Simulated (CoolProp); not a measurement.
R1233zd(E) at several states: Z from the reference equation and from simpler models built on Tc = 438.9 K, pc = 35.83 bar, ω = 0.304; each cubic takes its own stable root.

Model: reference Helmholtz-energy equation of state, Akasaka 2022, in CoolProp.

```json
[
 {"T (K)": "341.9", "p (bar)": "197", "phase": "liquid", "reference": "0.7392"},
 {"T (K)": "426.3", "p (bar)": "6.91", "phase": "gas", "reference": "0.9200"},
 {"T (K)": "220.9", "p (bar)": "1.67", "phase": "liquid", "reference": "0.008272"},
 {"T (K)": "375.4", "p (bar)": "0.14", "phase": "gas", "reference": "0.9976"},
 {"T (K)": "262.1", "p (bar)": "176", "phase": "liquid", "reference": "0.7646"}
]
```

Question: How far does each simpler model (van der Waals, Redlich-Kwong, Soave-Redlich-Kwong, Peng-Robinson) lie from the reference over these 5 states: mean and median of the absolute difference, and the worst?

Answer: 
- van der Waals: mean 37.6 %, median 53.4 %, worst +71.1 % at 220.9 K and 1.67 bar
- Redlich-Kwong: mean 8.1 %, median 11.4 %, worst +15.2 % at 220.9 K and 1.67 bar
- Soave-Redlich-Kwong: mean 6.4 %, median 8.8 %, worst +12.2 % at 220.9 K and 1.67 bar
- Peng-Robinson: mean 1.1 %, median 0.4 %, worst -3.1 % at 341.9 K and 197 bar
